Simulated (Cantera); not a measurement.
Premixed flame

A freely propagating, adiabatic, planar premixed flame of CH₄ : C₂H₆ : O₂ : N₂ = 1 : 0.3 : 2.54 : 9.56 (molar parts), equivalence ratio 1.2, unburnt at 450 K and 4.30 bar; mixture-averaged transport, grid criteria slope 0.08 and curve 0.16, no radiation.

Computed with Cantera and GRI-Mech 3.0 (53 species, 325 reactions). Burning velocities carry a grid error of a few per cent, more on coarse grids.

```tsv
z (mm)	T (K)	u (m/s)	x CH₄	x C₂H₆	x O₂	x HO₂	x H₂O	x CO₂
-0.379	451	0.451	0.0745	0.0223	0.189	1.23e-7	9.96e-5	8.63e-7
-0.253	455	0.457	0.0740	0.0223	0.188	1.37e-6	0.000877	1.38e-5
-0.189	474	0.478	0.0728	0.0221	0.186	6.81e-6	0.00355	8.57e-5
-0.126	586	0.597	0.0675	0.0211	0.177	5.43e-5	0.0177	0.000845
-0.0631	1084	1.13	0.0458	0.0134	0.130	0.000289	0.0719	0.00768
-0.0316	1516	1.60	0.0257	0.00484	0.0840	0.000231	0.116	0.0174
0	1903	2.03	0.00683	0.000238	0.0371	7.49e-5	0.155	0.0318
0.0316	2075	2.21	0.000653	1.26e-6	0.0125	1.44e-5	0.172	0.0460
0.0631	2127	2.26	3.94e-5	<1e-8	0.00480	5.06e-6	0.175	0.0552
0.126	2169	2.29	2.49e-7	<1e-8	0.00178	2.14e-6	0.176	0.0620
0.253	2208	2.33	<1e-8	<1e-8	0.000808	9.48e-7	0.178	0.0640
0.505	2237	2.35	<1e-8	<1e-8	0.000315	3.16e-7	0.180	0.0643
1.01	2253	2.37	<1e-8	<1e-8	0.000108	8.45e-8	0.182	0.0645
```
x: mole fraction of selected species; z is measured from the peak of heat release.

```json
{
  "laminar_burning_velocity": "45.0 cm/s",
  "thermal_thickness": "0.126 mm",
  "peak x(HO₂)": "0.000291",
  "grid_points": "148"
}
```
